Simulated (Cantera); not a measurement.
# Equilibrium for roasting and sulfation: MgO + SO3 + O2

A closed system holds: 1 mol MgO, 0.64 mol SO3, 1.5 mol O2, equilibrated at 752 °C.

Method: chemical equilibrium by Gibbs-energy minimisation in Cantera with the NASA 1993 tables (ideal gas, pure condensed phases). Candidate condensed phases: Mg, MgO, MgS, MgSO4, S; 14 gas species. Mutual solubility and eutectic melting of coexisting phases are not modelled. Equilibrium is a limit: real reactors are often held back by kinetics, nucleation or transport.

```json
[
 {"P (Pa)": "1000", "log p O2": "-2.00", "log p SO2": "-4.07", "log p SO3": "-4.94", "log p O": "-10.48", "n MgO(s)": "0.375", "n MgSO4(s)": "0.625"},
 {"P (Pa)": "3000", "log p O2": "-1.52", "log p SO2": "-4.31", "log p SO3": "-4.94", "log p O": "-10.24", "n MgO(s)": "0.363", "n MgSO4(s)": "0.637"},
 {"P (Pa)": "8800", "log p O2": "-1.06", "log p SO2": "-4.54", "log p SO3": "-4.94", "log p O": "-10.01", "n MgO(s)": "0.361", "n MgSO4(s)": "0.639"},
 {"P (Pa)": "26000", "log p O2": "-0.59", "log p SO2": "-4.78", "log p SO3": "-4.94", "log p O": "-9.77", "n MgO(s)": "0.360", "n MgSO4(s)": "0.640"},
 {"P (Pa)": "77000", "log p O2": "-0.11", "log p SO2": "-5.02", "log p SO3": "-4.94", "log p O": "-9.54", "n MgO(s)": "0.360", "n MgSO4(s)": "0.640"},
 {"P (Pa)": "230000", "log p O2": "0.36", "log p SO2": "-5.25", "log p SO3": "-4.94", "log p O": "-9.30", "n MgO(s)": "0.360", "n MgSO4(s)": "0.640"},
 {"P (Pa)": "680000", "log p O2": "0.83", "log p SO2": "-5.49", "log p SO3": "-4.94", "log p O": "-9.07", "n MgO(s)": "0.360", "n MgSO4(s)": "0.640"},
 {"P (Pa)": "2000000", "log p O2": "1.30", "log p SO2": "-5.72", "log p SO3": "-4.94", "log p O": "-8.83", "n MgO(s)": "0.360", "n MgSO4(s)": "0.640"}
]
```
log p: log10 of the partial pressure in bar; n: condensed amount in mol.

From 1000 Pa to 2000000 Pa the condensed part is MgO(s) + MgSO4(s).
